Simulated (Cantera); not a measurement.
Charge: 1 mol Si(CH₃)₄, a varied amount of HCl, 8.8 mol H₂, at 1025 K and 0.640 bar.

Cantera equilibrium calculation (NASA polynomials, part measured and part estimated; ideal gas, pure solids and liquids). Candidate condensed phases: C, C₆H₆, C₇H₈, C₈H₁₈, Si, SiC; 109 gas species. The tables' values for SiCl₃ are old estimates; treat these amounts as uncertain. Rates play no part.

x: gas mole fraction; n: condensed amount in mol.

```tsv
n(HCl) (mol)	x H₂	x HCl	x CH₄	x SiCl₄	x SiHCl₃	x SiCl₃	n C(graphite)	n SiC(s)
0.53	0.926	0.0322	0.0404	0.000792	0.000196	6.05e-6	2.42	0.985
0.92	0.911	0.0458	0.0391	0.00335	0.000573	1.79e-5	2.47	0.940
1.3	0.900	0.0543	0.0381	0.00678	0.000966	3.03e-5	2.53	0.880
1.7	0.890	0.0607	0.0372	0.0108	0.00136	4.29e-5	2.61	0.808
2.1	0.881	0.0655	0.0365	[?]	[?]	5.49e-5	2.68	[?]
2.5	0.873	0.0694	0.0359	[?]	[?]	6.62e-5	2.76	[?]
2.9	0.866	0.0726	0.0353	0.0234	0.00240	7.68e-5	2.84	0.567
3.3	0.859	0.0754	0.0347	0.0276	0.00270	8.68e-5	2.93	0.483
```

Q: Fill in the missing entries.

A: 
- 2.1, x SiCl₄: 0.0150
- 2.1, x SiHCl₃: 0.00173
- 2.1, n SiC(s): 0.730
- 2.5, x SiCl₄: 0.0192
- 2.5, x SiHCl₃: 0.00208
- 2.5, n SiC(s): 0.650
